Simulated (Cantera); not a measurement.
Mixture: CH4 : CO : O2 : N2 = 1 : 0.14 : 1.15 : 4.32 (molar parts), at 55000 Pa, adiabatic and at constant pressure. Ignition delay is the time to a rise of 400 K.

Detailed kinetics in Cantera: GRI-Mech 3.0 (53 species, 325 reactions).

Q: Predict: delay at 1198 K; delay at 1248 K; delay at 1298 K; delay at 1348 K; delay at 1398 K; delay at 1448 K; delay at 1498 K; apparent activation energy between 1398 and 1498 K.

A: 
| Property | Result |
|---|---|
| delay at 1198 K | 0.124 s |
| delay at 1248 K | 58.7 ms |
| delay at 1298 K | 28.9 ms |
| delay at 1348 K | 14.7 ms |
| delay at 1398 K | 7.81 ms |
| delay at 1448 K | 4.30 ms |
| delay at 1498 K | 2.48 ms |
| apparent activation energy between 1398 and 1498 K | 200 kJ/mol |
